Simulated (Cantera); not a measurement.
Mixture: H₂ : O₂ : N₂ = 1 : 0.417 : 2.88 (molar parts), at 1.09 atm, adiabatic and at constant pressure. Ignition delay is the time to a rise of 400 K.

Detailed kinetics in Cantera: GRI-Mech 3.0 (53 species, 325 reactions). Where the delays flatten at high temperature, the 400 K rule measures the pace of heat release, not the induction time.

Task: Predict: delay at 975 K; delay at 1125 K; delay at 1275 K; delay at 1425 K; delay at 1575 K.

Result: 
```json
{
  "delay at 975 K": "1.40 ms",
  "delay at 1125 K": "0.104 ms",
  "delay at 1275 K": "48.4 µs",
  "delay at 1425 K": "32.8 µs",
  "delay at 1575 K": "28.6 µs"
}
```
